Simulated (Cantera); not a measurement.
Predominance diagram of Ti at 1202 °C against the partial pressures of O₂ and CO (log10, bar). Source: NASA polynomial tables (part measured, part estimated), evaluated in Cantera. Candidates: Ti(β), TiC(s), TiO(s), TiO₂(rutile), Ti₂O₃(s), Ti₃O₅(s), Ti₄O₇(s). Only these pure phases compete in this equilibrium. TiC, TiO: taken at fixed stoichiometry. Not in the tables: Magnéli phases beyond Ti₄O₇, TiC-TiO solid solutions.

Task: Which phase is stable at these pairs, and which metal-bearing vapour leads over it? (-9.9, -8.8); (-3.6, -7.1); (-10.8, -8.8); (-13.5, -12); (-9.9, -0.6); (-2.7, -12); (-15.3, -5.5)

Result: 
| log p(O₂) | log p(CO) | phase | chief vapour | log p (bar) |
|---|---|---|---|---|
| -9.9 | -8.8 | TiO₂(rutile) | TiO₂ | -12.4 |
| -3.6 | -7.1 | TiO₂(rutile) | TiO₂ | -12.4 |
| -10.8 | -8.8 | TiO₂(rutile) | TiO₂ | -12.4 |
| -13.5 | -12 | TiO₂(rutile) | TiO₂ | -12.4 |
| -9.9 | -0.6 | TiO₂(rutile) | TiO₂ | -12.4 |
| -2.7 | -12 | TiO₂(rutile) | TiO₂ | -12.4 |
| -15.3 | -5.5 | TiO₂(rutile) | TiO₂ | -12.4 |
